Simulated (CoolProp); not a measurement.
Values from CoolProp's reference Helmholtz-energy equation of state, Gao 2022.

### Question
Give the vapour pressure (kPa), liquid density (kg/m³), vapour density (kg/m³), enthalpy of vaporisation (kJ/kg) of saturated n-perfluorohexane at 357 K.

### Answer
```tsv
T (K)	p (kPa)	liquid density (kg/m³)	vapour density (kg/m³)	enthalpy of vaporisation (kJ/kg)
357	231	1490	29.7	76.3
```
